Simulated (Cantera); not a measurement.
Source: NASA polynomial tables (part measured, part estimated), evaluated in Cantera. Values are per mole of reaction as written; species without (g) are pure solids or liquids, kept so even where they would boil at 1 bar.

Task: Between 300 and 1473 K, where is each reaction favourable under standard conditions?
- 2 O(g) + 2 H(g) + Sr ⇌ Sr(OH)2

Result: 
- 2 O(g) + 2 H(g) + Sr ⇌ Sr(OH)2: ΔG° is -1750 kJ at 300 K and -1165 kJ at 1473 K; it stays negative (K > 1). ΔH° is -1866 kJ and ΔS° -476 J/K at 1473 K.
